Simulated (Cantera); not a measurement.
Pyrogenic steam for wet oxidation

An isothermal, constant-pressure homogeneous reactor starts with 4.69 % H2, 7.33 % O2, 88.0 % N2, at 1325 K and 0.132 atm.

Model: GRI-Mech 3.0 (53 species, 325 reactions), integrated in Cantera. The temperature is held fixed by assumption; the heat of reaction is taken as removed at once.

```tsv
t (s)	x H2	x O2	x HO2	x H2O2	x N2O	x H2O	x NO2
5.00e-5	0.0469	0.0733	1.35e-8	3.26e-11	<1e-12	1.32e-8	<1e-12
0.000205	0.0469	0.0733	8.71e-8	5.47e-10	<1e-12	3.62e-6	<1e-12
0.000841	0.00378	0.0502	2.67e-6	2.20e-7	1.95e-8	0.0335	4.53e-11
0.00345	0.00212	0.0502	2.66e-6	2.49e-7	3.05e-8	0.0416	3.42e-10
0.0141	0.000297	0.0507	1.71e-6	1.43e-7	6.15e-8	0.0472	1.86e-9
0.0580	1.64e-5	0.0510	2.65e-7	2.51e-8	9.63e-8	0.0479	9.96e-9
0.238	1.66e-6	0.0510	3.40e-8	4.11e-9	1.05e-7	0.0480	1.18e-8
0.975	2.90e-7	0.0510	8.87e-9	8.68e-10	8.45e-8	0.0480	9.49e-9
4.00	9.29e-8	0.0510	6.79e-9	3.05e-10	2.87e-8	0.0480	1.26e-8
```
x: mole fraction; the columns are a selection and need not sum to one.

Equilibrium at this temperature and pressure: H2 7.87e-8, O2 0.0509, HO2 6.84e-9, H2O2 2.62e-10, N2O 6.29e-9, H2O 0.0480, NO2 4.32e-7 (gas phase only).
